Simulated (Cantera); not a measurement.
What does this Cantera script print?

```python
import numpy as np
import cantera as ct

gas = ct.Solution("gri30.yaml")
gas.TPX = 1000, 1200000, {'CH3OH': 1, 'O2': 2.88, 'N2': 11}
reactor = ct.IdealGasReactor(gas, energy="on", clone=False)
net = ct.ReactorNet([reactor])
net.rtol, net.atol = 1e-08, 1e-16
show = ['CH3OH', 'O2', 'H2O2', 'O', 'NO', 'H2', 'N2O']
times = np.geomspace(2e-06, 0.5, 14)

steps = ct.SolutionArray(gas, extra=["t"])
rows = []
print(f"{'t/s':>10s}{'T/K':>9s}{'P/Pa':>11s}" + "".join(f"{s:>11s}" for s in show))
for t in times:
    while net.time < t:
        t_next = net.step()
        steps.append(gas.state, t=t_next)
    rows.append([np.interp(t, steps.t, y) for y in (steps.T, steps.P, *steps(*show).X.T)])
    print(f"{t:10.3e}{rows[-1][0]:9.1f}{rows[-1][1]:11.4g}" + "".join(f"{x:11.3e}" for x in rows[-1][2:]))
rate = np.gradient(steps.T, steps.t)
print("integrator steps:", len(steps.t))
if steps.T.max() > steps.T[0] + 200:
    print(f"time of steepest temperature rise: {steps.t[rate.argmax()]:.4e} s")
gas.TPX = 1000, 1200000, {'CH3OH': 1, 'O2': 2.88, 'N2': 11}
gas.equilibrate("UV")
print(f"equilibrium (UV): T = {gas.T:.1f} K  " + "  ".join(f"{s} {gas[s].X[0]:.3e}" for s in show))
```

Output:

```
       t/s      T/K       P/Pa      CH3OH         O2       H2O2          O         NO         H2        N2O
 2.000e-06   1000.0    1.2e+06  6.720e-02  1.935e-01  6.818e-20  2.003e-14  2.854e-26  8.663e-12  6.561e-19
 5.203e-06   1000.0    1.2e+06  6.720e-02  1.935e-01  1.349e-18  2.023e-14  7.865e-26  2.333e-11  1.957e-18
 1.354e-05   1000.0    1.2e+06  6.720e-02  1.935e-01  2.741e-17  2.057e-14  2.117e-25  6.256e-11  6.798e-18
 3.521e-05   1000.0    1.2e+06  6.720e-02  1.935e-01  5.735e-16  2.084e-14  5.636e-25  1.678e-10  3.018e-17
 9.161e-05   1000.0    1.2e+06  6.720e-02  1.935e-01  1.144e-14  2.091e-14  1.485e-24  4.454e-10  1.680e-16
 2.383e-04   1000.0    1.2e+06  6.720e-02  1.935e-01  2.089e-13  2.095e-14  3.888e-24  1.172e-09  1.053e-15
 6.200e-04   1000.0    1.2e+06  6.720e-02  1.935e-01  3.529e-12  2.107e-14  1.017e-23  3.083e-09  6.931e-15
 1.613e-03   1000.0    1.2e+06  6.720e-02  1.935e-01  5.377e-11  2.139e-14  2.676e-23  8.216e-09  4.671e-14
 4.196e-03   1000.0    1.2e+06  6.720e-02  1.935e-01  6.554e-10  2.246e-14  7.302e-23  2.283e-08  3.139e-13
 1.092e-02   1000.0    1.2e+06  6.720e-02  1.935e-01  6.221e-09  2.715e-14  2.569e-22  7.404e-08  2.123e-12
 2.840e-02   1000.0    1.2e+06  6.720e-02  1.935e-01  5.985e-08  5.916e-14  2.842e-21  4.044e-07  1.497e-11
 7.388e-02   1000.8  1.201e+06  6.700e-02  1.934e-01  1.690e-05  8.416e-12  7.993e-19  3.692e-05  2.502e-10
 1.922e-01   2387.5  2.966e+06  1.047e-18  8.329e-02  1.098e-06  4.323e-04  1.120e-02  2.746e-04  3.209e-06
 5.000e-01   2387.5  2.966e+06  1.047e-18  8.329e-02  1.098e-06  4.323e-04  1.120e-02  2.746e-04  3.209e-06
integrator steps: 2498
time of steepest temperature rise: 8.7028e-02 s
equilibrium (UV): T = 2387.5 K  CH3OH 1.094e-18  O2 8.329e-02  H2O2 1.098e-06  O 4.323e-04  NO 1.120e-02  H2 2.746e-04  N2O 3.209e-06
```

Detailed kinetics in Cantera: GRI-Mech 3.0 (53 species, 325 reactions). GRI-Mech 3.0 was tuned for natural gas; its chemistry of methanol as a main component is partial and can be far from experiment. The pressure lies above the range GRI-Mech 3.0 was tuned for (to about 10 atm).
